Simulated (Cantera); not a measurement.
## CuO + H2 + N2 (hydrogen reduction and annealing atmospheres)

Input: 1 mol CuO, 370 mol H2, 2.3 mol N2, at 63.0 Pa.

Method: chemical equilibrium by Gibbs-energy minimisation in Cantera with the NASA 1993 tables (ideal gas, pure condensed phases). Candidate condensed phases: Cu, CuO, Cu(OH)2, Cu2O, H2O; 27 gas species. Equilibrium is a limit: real reactors are often held back by kinetics, nucleation or transport.

At 1077 °C the condensed part is Cu(s). At 1127 °C the condensed part is Cu(l). From 1177 °C to 1727 °C nothing is condensed. The main Cu-bearing gas is Cu throughout.

| T (°C) | x H2 | x H | x N2 | x H2O | n Cu(s) | n Cu(l) |
|---|---|---|---|---|---|---|
| 1077 | 0.990 | 9.45e-5 | 0.00617 | 0.00268 | 0.711 | 0 |
| 1127 | 0.989 | 0.000193 | 0.00616 | 0.00268 | 0 | 0.201 |
| 1177 | 0.988 | 0.000375 | 0.00616 | 0.00268 | 0 | 0 |
| 1227 | 0.988 | 0.000697 | 0.00616 | 0.00268 | 0 | 0 |
| 1277 | 0.987 | 0.00125 | 0.00616 | 0.00268 | 0 | 0 |
| 1327 | 0.986 | 0.00215 | 0.00615 | 0.00268 | 0 | 0 |
| 1377 | 0.985 | 0.00359 | 0.00615 | 0.00267 | 0 | 0 |
| 1427 | 0.983 | 0.00582 | 0.00614 | 0.00267 | 0 | 0 |
| 1477 | 0.979 | 0.00917 | 0.00613 | 0.00267 | 0 | 0 |
| 1527 | 0.974 | 0.0141 | 0.00612 | 0.00266 | 0 | 0 |
| 1577 | 0.967 | 0.0211 | 0.00610 | 0.00265 | 0 | 0 |
| 1627 | 0.958 | 0.0309 | 0.00607 | 0.00263 | 0 | 0 |
| 1677 | 0.944 | 0.0444 | 0.00602 | 0.00261 | 0 | 0 |
| 1727 | 0.926 | 0.0624 | 0.00597 | 0.00258 | 0 | 0 |
x: gas mole fraction; n: condensed amount in mol.
